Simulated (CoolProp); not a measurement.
Vapour-liquid equilibrium of ethanol (1) + isohexane (2) at 820 kPa; x and y are mole fractions of (1).

Model: multi-fluid Helmholtz-energy mixture model, Schroeder 2014 and Lemmon 2006; pair parameters Bell 2016, in CoolProp.

Question: Give the bubble temperature and the first vapour's composition at x = 0.275, 0.8, 0.875. Is there an azeotrope?

Answer: x = 0.275: 401.7 K, y = 0.391; x = 0.8: 403.8 K, y = 0.627; x = 0.875: 406.7 K, y = 0.714. y crosses x between x = 0.425 and 0.5: the model has an azeotrope there.

The pair parameters rest on a limited set of measurements; away from them the model extrapolates.
